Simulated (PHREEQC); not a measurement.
A solution holds 0.23 mol/kgw LiOH and 9.3e-05 mol/kgw H4SiO4, at 25 °C. Closed to the air; pH follows from the charge balance.

Computed with PHREEQC (Pitzer model, pitzer.dat).

```yaml
pH: 13.17
ionic_strength: 0.230 mol/kgw
activity_of_water: 0.993
specific_conductance: 42300 µS/cm
density: 1.004 g/cm³
osmotic_coefficient: 0.897
total_alkalinity: 230 meq/kg
```

```tsv
species	molality	activity	log γ
Li+	0.230	0.165	-0.143
OH-	0.230	0.150	-0.186
H2SiO4-2	7.54e-5	1.11e-5	-0.831
H3SiO4-	1.76e-5	1.10e-5	-0.204
H4SiO4	4.68e-9	5.00e-9	0.029
```

Precipitation was switched off in this run. Species that the database lacks are ignored.
